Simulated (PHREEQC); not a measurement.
BaCl2 is added in steps, without added water, to 1 kg of water holding 0.021 mol/kgw CaCl2, 0.0016 mol/kgw Na2SO4 and 0.0057 mol/kgw NaCl, at 20 °C. CO2 is held at log p = -2 (atm). Only these solids could form: Calcite, Barite, Burkeite, Gaylussite, Glauberite, Gypsum, Anhydrite, Halite, Mirabilite, Nahcolite, Natron, Pirssonite, Portlandite, Thenardite, Trona.

Base run: PHREEQC, Pitzer model, pitzer.dat. Each further column changes one thing. The table gives S in solution (mol/kgw).

```csv
BaCl2 added (mol),base,CaCl2 left out,Na2SO4 from 0.0016 to 0.0008 mol/kgw
0,0.00160,0.00160,0.000800
0.004,5.57e-7,1.55e-7,4.21e-7
0.008,2.28e-7,7.82e-8,2.04e-7
0.012,1.52e-7,6.02e-8,1.43e-7
0.016,1.19e-7,5.23e-8,1.14e-7
0.02,1.01e-7,4.79e-8,9.70e-8
0.024,8.87e-8,4.52e-8,8.62e-8
0.028,8.06e-8,4.35e-8,7.88e-8
0.032,7.48e-8,4.23e-8,7.33e-8
0.036,7.04e-8,4.14e-8,6.92e-8
0.04,6.70e-8,4.08e-8,6.60e-8
0.044,6.43e-8,4.04e-8,6.34e-8
0.048,6.21e-8,4.02e-8,6.14e-8
```

 Solids allowed in the column 'CaCl2 left out': Barite, Burkeite, Halite, Mirabilite, Nahcolite, Natron, Thenardite, Trona.
